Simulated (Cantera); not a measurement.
**Premixed flame**

A freely propagating, adiabatic, planar premixed flame of H₂ : O₂ : N₂ : H₂O = 1 : 0.25 : 0.94 : 0.41 (molar parts), unburnt at 548 K and 750 Torr; mixture-averaged transport, grid criteria slope 0.08 and curve 0.16, no radiation.

Model: the H2/O2 subset of GRI-Mech 3.0, which has no nitrogen chemistry, integrated in Cantera. Burning velocities carry a grid error of a few per cent, more on coarse grids.

```json
[
 {"z (mm)": "-1.14", "T (K)": "548", "u (m/s)": "5.53", "x H₂": "0.385", "x O₂": "0.0962", "x H₂O": "0.158", "x O": "<1e-8", "x HO₂": "<1e-8", "x OH": "<1e-8"},
 {"z (mm)": "-0.759", "T (K)": "548", "u (m/s)": "5.53", "x H₂": "0.385", "x O₂": "0.0962", "x H₂O": "0.158", "x O": "<1e-8", "x HO₂": "<1e-8", "x OH": "<1e-8"},
 {"z (mm)": "-0.569", "T (K)": "548", "u (m/s)": "5.53", "x H₂": "0.385", "x O₂": "0.0962", "x H₂O": "0.158", "x O": "<1e-8", "x HO₂": "1.08e-8", "x OH": "<1e-8"},
 {"z (mm)": "-0.379", "T (K)": "548", "u (m/s)": "5.53", "x H₂": "0.384", "x O₂": "0.0962", "x H₂O": "0.158", "x O": "1.03e-8", "x HO₂": "9.62e-7", "x OH": "<1e-8"},
 {"z (mm)": "-0.190", "T (K)": "576", "u (m/s)": "5.77", "x H₂": "0.377", "x O₂": "0.0965", "x H₂O": "0.161", "x O": "6.94e-6", "x HO₂": "0.000300", "x OH": "3.58e-5"},
 {"z (mm)": "-0.0948", "T (K)": "783", "u (m/s)": "7.65", "x H₂": "0.349", "x O₂": "0.0905", "x H₂O": "0.183", "x O": "0.000147", "x HO₂": "0.000319", "x OH": "0.000538"},
 {"z (mm)": "0", "T (K)": "1120", "u (m/s)": "10.7", "x H₂": "0.291", "x O₂": "0.0677", "x H₂O": "0.238", "x O": "0.00111", "x HO₂": "0.000129", "x OH": "0.00108"},
 {"z (mm)": "0.0948", "T (K)": "1369", "u (m/s)": "12.9", "x H₂": "0.229", "x O₂": "0.0322", "x H₂O": "0.309", "x O": "0.00205", "x HO₂": "4.80e-5", "x OH": "0.00244"},
 {"z (mm)": "0.190", "T (K)": "1499", "u (m/s)": "14.1", "x H₂": "0.197", "x O₂": "0.0108", "x H₂O": "0.351", "x O": "0.00154", "x HO₂": "1.48e-5", "x OH": "0.00332"},
 {"z (mm)": "0.379", "T (K)": "1608", "u (m/s)": "15.0", "x H₂": "0.187", "x O₂": "0.00153", "x H₂O": "0.370", "x O": "0.000836", "x HO₂": "2.02e-6", "x OH": "0.00373"},
 {"z (mm)": "0.759", "T (K)": "1700", "u (m/s)": "15.8", "x H₂": "0.192", "x O₂": "0.000483", "x H₂O": "0.375", "x O": "0.000524", "x HO₂": "6.67e-7", "x OH": "0.00354"},
 {"z (mm)": "1.52", "T (K)": "1781", "u (m/s)": "16.5", "x H₂": "0.198", "x O₂": "0.000243", "x H₂O": "0.379", "x O": "0.000280", "x HO₂": "3.52e-7", "x OH": "0.00293"},
 {"z (mm)": "3.03", "T (K)": "1844", "u (m/s)": "17.0", "x H₂": "0.203", "x O₂": "0.000105", "x H₂O": "0.382", "x O": "0.000123", "x HO₂": "1.66e-7", "x OH": "0.00211"}
]
```
x: mole fraction of selected species; z is measured from the peak of heat release.

- laminar burning velocity: 553 cm/s
- thermal thickness: 0.379 mm
- peak x(O): 0.00205
- peak x(HO₂): 0.000445
- peak x(OH): 0.00374
- grid points: 115
